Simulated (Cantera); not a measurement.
Gas-phase reforming

A perfectly stirred reactor is fed with 70.4 % CH4, 21.8 % H2O, 7.75 % H2, at 6.30 bar; it is held at 1725 K, and followed from long to short residence time.

Computed with Cantera and GRI-Mech 3.0 (53 species, 325 reactions). GRI-Mech 3.0 stops at C3 and has no aromatics, soot or wall deposition, so with more carbon than oxygen in the feed, carbon stays in small species such as C2H2 where larger ones or solid carbon would form.

```tsv
τ (s)	x CH4	x H2O	x H2	x C2H	x C2H2	x H
3.6	0.104	0.0101	0.672	4.67e-8	0.0819	6.10e-5
1.4	0.106	0.0219	0.662	5.04e-8	0.0879	6.04e-5
0.56	0.111	0.0412	0.644	5.65e-8	0.0976	5.94e-5
0.22	0.119	0.0683	0.617	6.47e-8	0.110	5.76e-5
0.087	0.134	0.0980	0.584	7.22e-8	0.123	5.49e-5
0.034	0.163	0.125	0.543	7.52e-8	0.128	5.08e-5
0.014	0.214	0.145	0.490	7.11e-8	0.122	4.54e-5
0.0053	0.300	0.164	0.413	5.95e-8	0.103	3.82e-5
0.0021	0.405	0.180	0.322	4.37e-8	0.0741	3.05e-5
```
x: mole fraction; the columns are a selection and need not sum to one.
